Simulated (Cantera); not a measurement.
Input: 1 mol SiHCl3, 0.0084 mol Cl2, 4.7 mol H2, equilibrated at 1025 K and 0.00280 bar.

Cantera equilibrium calculation (NASA polynomials, part measured and part estimated; ideal gas, pure solids and liquids). Candidate condensed phases: Si; 19 gas species. The tables' values for SiCl3 are old estimates; treat these amounts as uncertain. The numbers say what is thermodynamically allowed, not how fast it happens.

Base state: H2 0.824, SiCl4 0.0936, HCl 0.0577, SiHCl3 0.0115, SiCl2 0.00722, SiCl3 0.00569, SiH2Cl2 0.000156 (mole fractions); condensed: Si(s).

Question: What changes in the equilibrium state with this change: pressure from 0.00280 bar to 0.400 bar?

Answer: 
```tsv
species	before	after
H2	0.824	0.848
SiCl4	0.0936	0.0911
SiHCl3	0.0115	0.0395
HCl	0.0577	0.0168
SiH3Cl	5.49e-7	2.35e-5
SiH2Cl2	0.000156	0.00190
SiCl2	0.00722	0.000596
Si(s), mol	0.285	0.202
```

Question: What changes in the equilibrium state with this change: temperature from 1025 K to 1423 K?

Answer: 
```csv
species,before,after
H2,0.824,0.692
HCl,0.0577,0.172
SiCl2,0.00722,0.128
SiCl4,0.0936,0.00107
SiHCl3,0.0115,0.000335
Cl,4.82e-9,2.12e-5
H,7.47e-8,0.000104
SiH2Cl2,0.000156,1.60e-5
"Si(s), mol",0.285,0.0933
```

Question: What changes in the equilibrium state with this change: temperature from 1025 K to 825 K?

Answer: 
```
species       before     after
----------  --------  --------
H2             0.824     0.863
SiCl4         0.0936     0.113
SiHCl3        0.0115    0.0146
HCl           0.0577   0.00828
SiCl2        0.00722   8.79e-5
SiCl3        0.00569  0.000336
SiH2Cl2     0.000156  0.000159
Si(s), mol     0.285     0.235
```
